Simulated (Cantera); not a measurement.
A Cantera script and what it prints.

```python
import numpy as np
import cantera as ct

gas_names = """
    C CO CO2 C2 C2O C3 C3O2 C4 C5 O O2 O3 Ta TaO TaO2
""".split()
cond_names = """
    C(gr) Ta(cr) Ta(L) TaC(s) TaC(L) Ta2O5(s) Ta2O5(L)
""".split()


def load(file, names, dense=False):
    # The tables refer to 1 bar. Condensed volumes are neglected.
    table = {s.name: s for s in ct.Species.list_from_file(file)}
    out = []
    for n in names:
        d = dict(table[n].input_data)
        d["thermo"] = dict(d["thermo"], **{"reference-pressure": 1e5})
        if dense:
            d["equation-of-state"] = {"model": "constant-volume", "density": "1e6 g/cm^3"}
        out.append(ct.Species.from_dict(d))
    return out


gas = ct.Solution(thermo="ideal-gas", species=load("nasa_gas.yaml", gas_names))
cond = {s.name: ct.Solution(thermo="fixed-stoichiometry", species=[s], name=s.name)
        for s in load("nasa_condensed.yaml", cond_names, dense=True)}
atoms = {
    'Ta2O5': {'Ta': 2, 'O': 5},
    'CO': {'C': 1, 'O': 1},
}
top_T = {'C(gr)': 4500}  # K; cautious upper limits of use, not melting points


def equilibrate(T, P, feed):
    n = {}
    for name, mol in feed.items():
        for a, k in atoms[name].items():
            n[a] = n.get(a, 0.0) + k * mol
    gas.TPX = T, P, n
    mass = sum(n.values()) * gas.mean_molecular_weight
    gas.equilibrate("TP")
    valid = [c for c in cond.values() if c.min_temp <= T <= top_T.get(c.name, c.max_temp)]
    mix = ct.Mixture([(gas, mass / gas.mean_molecular_weight)] + [(c, 0.0) for c in valid])
    mix.T, mix.P = T, P
    mix.equilibrate("TP", solver="vcs", rtol=1e-11, max_steps=5000)
    return mix


results = []
feed = {'Ta2O5': 1, 'CO': 3.2}  # mol
T = 2400  # K
P = 250000  # Pa
mix = equilibrate(T, P, feed)
results.append((T, P, feed, dict(zip(mix.species_names, mix.species_moles))))
print(gas.report(threshold=0.001))
for i in range(1, mix.n_phases):
    print(f"{mix.phase(i).name:16s} {mix.phase_moles(i):12.5e} mol")
```

Output:

```
       temperature   2400 K
          pressure   2.5e+05 Pa
           density   0.35152 kg/m^3
  mean mol. weight   28.058 kg/kmol
   phase of matter   gas

                          1 kg             1 kmol
                     ---------------   ---------------
          enthalpy       -1.4167e+06        -3.975e+07  J
   internal energy       -2.1279e+06       -5.9704e+07  J
           entropy            9195.1          2.58e+05  J/K
    Gibbs function       -2.3485e+07       -6.5894e+08  J
 heat capacity c_p            1314.4             36879  J/K
 heat capacity c_v              1018             28564  J/K

                      mass frac. Y      mole frac. X     chem. pot. / RT
                     ---------------   ---------------   ---------------
                CO           0.99597           0.99768           -32.965
               CO2         0.0035339          0.002253           -57.625
     [  +13 minor]        0.00049234        6.5512e-05

C(gr)             0.00000e+00 mol
Ta(cr)            0.00000e+00 mol
TaC(s)            2.02314e-03 mol
Ta2O5(L)          9.98884e-01 mol
```

These are equilibrium values from Cantera (NASA tables, ideal gas, pure condensed phases), not measurements of a reactor. Mutual solubility and eutectic melting of coexisting phases are not modelled. TaC: taken at fixed stoichiometry. Condensed phases not in the tables: Ta2C.
